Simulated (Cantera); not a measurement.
# Cr₂O₃ + H₂ (hydrogen reduction and annealing atmospheres)

Feed: 1 mol Cr₂O₃, 2300 mol H₂, held at 1350 K and 0.653 Torr.

Equilibrium computed with Cantera from the NASA thermochemical tables; the gas is ideal and each condensed phase is pure. Candidate condensed phases: Cr, Cr₂O₃, H₂O; 13 gas species. Mutual solubility and eutectic melting of coexisting phases are not modelled. The numbers say what is thermodynamically allowed, not how fast it happens.

The x(H₂) comes out as 0.999, the x(H₂O) is 0.000411 and the x(H) comes out as 8.08e-5. The x(Cr) comes out as 2.07e-5 and the n(Cr(s)) is 0.583 mol. The n(Cr₂O₃(s)) is 0.685 mol and the gas amount comes out as 2300 mol.
